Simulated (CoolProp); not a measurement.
Vapour-liquid equilibrium of CF4 (R14) (1) + ethane (2) at -80.55 °C; x and y are mole fractions of (1).

Computed with CoolProp (multi-fluid Helmholtz-energy mixture model, Platzer 1990 and Bücker 2006; pair parameters Bell 2016). This equation is an older, rougher fit; its heat capacities, sound speeds and derivatives of the liquid may be far off and weren't checked against measurements.

```csv
x,"bubble pressure, mixture model (MPa)","bubble pressure, Raoult's law (MPa)","y, mixture model","y, Raoult's law"
0.05,0.4100,0.2046,0.620,0.288
0.15,0.7030,0.3072,0.778,0.576
0.25,0.8281,0.4099,0.813,0.720
0.35,0.8828,0.5126,0.828,0.806
0.45,0.9155,0.6152,0.837,0.863
0.55,0.9476,0.7179,0.847,0.904
0.65,0.9872,0.8206,0.863,0.935
0.75,1.036,0.9232,0.887,0.959
0.85,1.092,1.026,0.922,0.978
0.95,1.151,1.129,0.970,0.993
```

The largest gap from Raoult's law is +128.8 % in bubble pressure, at x = 0.15. No azeotrope shows between x = 0.05 and 0.95.

The pair parameters rest on a limited set of measurements; away from them the model extrapolates. With so large a gap from Raoult's law the liquid may split in two, which this calculation doesn't test in full.
